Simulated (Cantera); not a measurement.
A Cantera script and what it prints.

```python
import numpy as np
import cantera as ct

gas_names = [...]  # 130 gases of nasa_gas.yaml made of C, H, Mg, O, S
cond_names = """
    C(gr) C6H6(L) C7H8(L) C8H18(L),n-octa H2O(s) H2O(L) H2SO4(L) Mg(cr) Mg(L) MgCO3(s) MgO(s) MgO(L)
    MgO2H2(s) MgS(s) MgSO4(s) MgSO4(L) S(cr1) S(cr2) S(L)
""".split()


# ... load() reads the species with a 1 bar reference pressure and builds the phases ...
atoms = {
    'MgCO3': {'Mg': 1, 'C': 1, 'O': 3},
    'O2': {'O': 2},
    'H2O': {'H': 2, 'O': 1},
    'H2S': {'H': 2, 'S': 1},
}
top_T = {'C(gr)': 4500, 'MgS(s)': 2250}  # K; cautious upper limits of use, not melting points


# ... equilibrate(T, P, feed) seeds the gas with the atoms and calls Mixture.equilibrate('TP', solver="vcs", rtol=1e-11, max_steps=5000) ...
results = []
feed = {'MgCO3': 1, 'O2': 5.4, 'H2O': 5.1, 'H2S': 0.11}  # mol
T = 1548.15  # K
P = 9000  # Pa
mix = equilibrate(T, P, feed)
results.append((T, P, feed, dict(zip(mix.species_names, mix.species_moles))))
x = sorted(zip(gas.X, gas.species_names), reverse=True)
print(f"T = {T:g} K  P = {P:g} Pa  gas = {mix.phase_moles(0):.4g} mol")
print("   x: " + "  ".join(f"{s} {v:.3e}" for v, s in x if v > 1e-05))
print("   condensed (mol): " + ("  ".join(f"{mix.phase(i).name} {mix.phase_moles(i):.4g}"
      for i in range(1, mix.n_phases) if mix.phase_moles(i) > 1e-12) or "none"))
```

Result:

```
T = 1548.15 K  P = 9000 Pa  gas = 11.56 mol
   x: O2 4.528e-01  H2O 4.505e-01  CO2 8.653e-02  SO2 9.462e-03  OH 5.515e-04  SO3 5.627e-05  O 1.715e-05
   condensed (mol): MgO(s) 1
```

These are equilibrium values from Cantera (NASA tables, ideal gas, pure condensed phases), not measurements of a reactor.
